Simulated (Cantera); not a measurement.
A freely propagating, adiabatic, planar premixed flame of 42.2 % H2, 10.1 % O2, 47.7 % N2, unburnt at 350 K and 113 Torr; mixture-averaged transport, grid criteria slope 0.08 and curve 0.16, no radiation.

Model: the H2/O2 subset of GRI-Mech 3.0, which has no nitrogen chemistry, integrated in Cantera. Burning velocities carry a grid error of a few per cent, more on coarse grids.

x: mole fraction of selected species; z is measured from the peak of heat release.

```csv
z (mm),T (K),u (m/s),x H2,x O2,x HO2,x H2O2,x OH,x H2O
-13.9,350,2.52,0.422,0.101,<1e-8,<1e-8,<1e-8,<1e-8
-9.29,350,2.52,0.422,0.101,<1e-8,<1e-8,<1e-8,<1e-8
-6.96,350,2.52,0.422,0.101,<1e-8,<1e-8,<1e-8,<1e-8
-4.64,350,2.52,0.422,0.101,1.08e-8,<1e-8,<1e-8,<1e-8
-2.32,363,2.61,0.419,0.101,8.26e-5,6.09e-6,___,0.000340
-1.16,609,4.28,0.388,0.0948,4.44e-5,1.40e-5,___,0.0195
0,988,6.77,0.292,0.0623,1.36e-5,1.68e-7,___,0.0923
1.16,1223,8.33,0.205,0.0121,2.45e-6,1.03e-7,0.00150,0.189
2.32,1314,8.91,0.191,0.00135,2.57e-7,6.30e-8,0.00143,0.211
4.64,1402,9.46,0.197,0.000320,5.57e-8,6.27e-8,___,0.214
9.29,1500,10.0,0.205,0.000247,3.94e-8,5.65e-8,0.00189,0.215
18.6,1600,10.6,0.214,0.000171,2.63e-8,4.03e-8,0.00194,0.217
37.1,1692,11.2,0.222,0.000101,1.58e-8,2.35e-8,___,0.219
```

Q: Some entries are withheld; supply them.

A: 
- -2.32, x OH: 2.92e-5
- -1.16, x OH: 0.000415
- 0, x OH: 0.000839
- 4.64, x OH: 0.00167
- 37.1, x OH: 0.00177
